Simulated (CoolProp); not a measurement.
Nitrogen along the isobar 4.44 MPa: fugacity coefficient from the reference equation and from simpler models built on Tc = 126.2 K, pc = 3.396 MPa, ω = 0.037; each cubic takes its own stable root.

Model: reference Helmholtz-energy equation of state, Span 2000, in CoolProp.

```csv
T (K),phase,reference
76.8,liquid,0.02594
103.5,liquid,0.2166
130.1,supercritical,0.6011
156.8,supercritical,0.7928
183.5,supercritical,0.8786
210.1,supercritical,0.9276
236.8,supercritical,0.9579
263.5,supercritical,0.9774
290.1,supercritical,0.9905
316.8,supercritical,0.9994
343.5,supercritical,1.006
370.1,supercritical,1.010
```

Q: How far does each simpler model (van der Waals, Redlich-Kwong, Soave-Redlich-Kwong, Peng-Robinson) lie from the reference over these 12 states: mean and median of the absolute difference, and the worst?

A: 
- van der Waals: mean 26.5 %, median 2.3 %, worst +249.2 % at 76.8 K and 4.44 MPa
- Redlich-Kwong: mean 2.0 %, median 0.8 %, worst -14.5 % at 76.8 K and 4.44 MPa
- Soave-Redlich-Kwong: mean 0.6 %, median 0.5 %, worst +1.4 % at 103.5 K and 4.44 MPa
- Peng-Robinson: mean 1.9 %, median 1.5 %, worst -4.1 % at 130.1 K and 4.44 MPa
